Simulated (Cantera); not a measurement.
A freely propagating, adiabatic, planar premixed flame of H2 : O2 : N2 = 1 : 0.5 : 1.95 (molar parts), unburnt at 398 K and 7500 Torr; multicomponent transport, grid criteria slope 0.08 and curve 0.16, no radiation.

Detailed kinetics in Cantera: the H2/O2 subset of GRI-Mech 3.0, which has no nitrogen chemistry. The hydrogen kinetics of GRI-Mech 3.0 are dated; newer H2 mechanisms differ, most at raised pressure. Burning velocities carry a grid error of a few per cent, more on coarse grids.

Predict: laminar burning velocity; thermal thickness; peak x(OH); peak x(HO2); peak x(O).


```
Property                     Result
------------------------  ---------
laminar burning velocity   231 cm/s
thermal thickness         0.0250 mm
peak x(OH)                   0.0124
peak x(HO2)                 0.00147
peak x(O)                   0.00397
```
